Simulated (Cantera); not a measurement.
Adiabatic ignition

An adiabatic, constant-pressure homogeneous reactor starts with 16.6 % CH₄, 5.49 % CO, 16.4 % O₂, 61.5 % N₂, equivalence ratio 2.2, at 1200 K and 1.00 bar.

Computed with Cantera and GRI-Mech 3.0 (53 species, 325 reactions).

```
t (s)     T (K)     x CH₄    x CO     x O₂    x HCN       x H    x CH₂O
--------  -----  --------  ------  -------  -------  --------  --------
7.00e-6    1200     0.166  0.0549    0.164   <1e-12  2.93e-11  4.53e-11
1.77e-5    1200     0.166  0.0549    0.164   <1e-12  3.41e-11  3.10e-10
4.46e-5    1200     0.166  0.0549    0.164   <1e-12  4.66e-11   2.09e-9
0.000113   1200     0.166  0.0549    0.164   <1e-12  8.15e-11   1.46e-8
0.000285   1200     0.166  0.0549    0.164   <1e-12  1.85e-10   1.09e-7
0.000719   1200     0.166  0.0549    0.164   <1e-12  4.83e-10   8.56e-7
0.00181    1200     0.166  0.0549    0.164   <1e-12   1.12e-9   5.95e-6
0.00458    1200     0.166  0.0549    0.164   <1e-12   1.68e-9   2.72e-5
0.0116     1201     0.166  0.0549    0.163   <1e-12   2.55e-9   8.77e-5
0.0292     1204     0.166  0.0548    0.163   <1e-12   6.01e-9  0.000264
0.0738     1228     0.162  0.0553    0.160   <1e-12   4.49e-8  0.000945
0.186      2214  8.34e-11   0.167  7.53e-7  3.38e-7   0.00252   1.12e-8
0.470      2215  8.16e-11   0.167  7.55e-7  1.61e-7   0.00252   1.12e-8
1.19       2215  8.15e-11   0.167  7.55e-7  1.53e-7   0.00252   1.12e-8
3.00       2215  8.15e-11   0.167  7.55e-7  1.53e-7   0.00252   1.12e-8
```
x: mole fraction; the columns are a selection and need not sum to one.

```
Quantity                                                              Result
---------------------------------  -----------------------------------------
time of steepest temperature rise                                    0.102 s
temperature at 3.00 s                                                 2215 K
equilibrium temperature                                               2215 K
x(CH₄) at 3.00 s                   8.15e-11 (gas-phase equilibrium 9.23e-11)
x(CO) at 3.00 s                          0.167 (gas-phase equilibrium 0.167)
x(O₂) at 3.00 s                      7.55e-7 (gas-phase equilibrium 7.55e-7)
```
